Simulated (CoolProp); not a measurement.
Properties of CHF3 (R23) at several states (Tc = 299.3 K, pc = 48.32 bar, ω = 0.263).

Computed with CoolProp (reference Helmholtz-energy equation of state, Penoncello 2003).

| T (K) | p (bar) | phase | cv (kJ/(kg K)) | isothermal compressibility (1/MPa) |
|---|---|---|---|---|
| 286.9 | 1.09 | gas | 0.5980 | 9.263 |
| 315.4 | 16.9 | gas | 0.6778 | 0.6724 |
| 213.8 | 16.7 | liquid | 0.7201 | 0.002599 |
| 433.5 | 124 | supercritical | 0.8562 | 0.09157 |
